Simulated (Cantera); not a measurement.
Input: 1 mol SiCl4, 17 mol NO, held at 1398.15 K and 10000 Pa.

Equilibrium computed with Cantera from the NASA thermochemical tables; the gas is ideal and each condensed phase is pure. Candidate condensed phases: Si, SiO2, Si2N2O, Si3N4; 23 gas species. The tables hold silica as quartz up to 1696 K and as liquid above; real silica turns to tridymite and cristobalite and melts near 1996 K. The numbers say what is thermodynamically allowed, not how fast it happens.

Base state: N2 0.465, O2 0.410, Cl2 0.0958, Cl 0.0274, NO 0.000770, ClO 0.000157 (mole fractions); condensed: SiO2(β-quartz).

What changes in the equilibrium state with this change: NO from 17 to 1.1 mol?


```tsv
species	before	after
Cl2	0.0958	0.477
N2	0.465	0.254
SiCl4	3.83e-9	0.208
O2	0.410	1.88e-7
Cl	0.0274	0.0612
NO	0.000770	3.85e-7
ClO	0.000157	2.37e-7
SiO2(β-quartz), mol	1.00	0.550
```

What changes in the equilibrium state with this change: temperature from 1398.15 K to 1825 K?


```json
[
 {"species": "N2", "before": "0.465", "after": "0.432"},
 {"species": "O2", "before": "0.410", "after": "0.380"},
 {"species": "Cl", "before": "0.0274", "after": "0.162"},
 {"species": "Cl2", "before": "0.0958", "after": "0.0208"},
 {"species": "O", "before": "1.86e-6", "after": "0.000300"},
 {"species": "NO", "before": "0.000770", "after": "0.00450"},
 {"species": "ClO", "before": "0.000157", "after": "0.000550"},
 {"species": "SiO2(β-quartz), mol", "before": "1.00", "after": "0"},
 {"species": "SiO2(condensed), mol", "before": "0", "after": "1.000"}
]
```

What changes in the equilibrium state with this change: NO from 17 to 0.14 mol?


```tsv
species	before	after
SiCl4	3.83e-9	0.804
Cl2	0.0958	0.107
N2	0.465	0.0605
O2	0.410	2.42e-9
Cl	0.0274	0.0289
SiCl3	<1e-9	5.04e-5
NO	0.000770	2.13e-8
SiO2(β-quartz), mol	1.00	0.0700
```
The tables' values for SiCl3 are old estimates; treat these amounts as uncertain.
